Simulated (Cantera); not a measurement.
Charge: 1 mol SiO₂, 300 mol H₂, equilibrated at 0.000270 bar.

Method: chemical equilibrium by Gibbs-energy minimisation in Cantera with the NASA 1993 tables (ideal gas, pure condensed phases). Candidate condensed phases: H₂O, Si, SiO₂; 18 gas species. The tables hold silica as quartz up to 1696 K and as liquid above; real silica turns to tridymite and cristobalite and melts near 1996 K. The numbers say what is thermodynamically allowed, not how fast it happens.

log p: log10 of the partial pressure in bar; n: condensed amount in mol.

```tsv
T (K)	log p H₂	log p H	log p SiO	log p H₂O	n SiO₂(β-quartz)
1173	-3.57	-8.71	-8.81	-8.81	0.998
1223	-3.57	-8.31	-8.31	-8.31	0.995
1273	-3.57	-7.93	-7.86	-7.86	0.984
1323	-3.57	-7.58	-7.43	-7.43	0.959
1373	-3.57	___	___	___	0.899
1423	-3.57	-6.96	-6.68	-6.68	0.767
1473	-3.57	-6.68	-6.34	-6.34	0.492
1523	-3.57	-6.42	-6.05	-6.05	0
1573	-3.57	-6.18	-6.05	-6.05	0
1623	-3.57	-5.95	-6.05	-6.05	0
1673	-3.57	-5.73	-6.05	-6.05	0
1723	-3.58	-5.53	-6.05	-6.05	0
1773	-3.58	___	-6.05	-6.05	0
1823	-3.58	-5.15	-6.05	-6.05	0
```

Q: Some entries are withheld; supply them.

A: 
- 1773, log p H: -5.34
- 1373, log p H: -7.26
- 1373, log p SiO: -7.04
- 1373, log p H₂O: -7.04
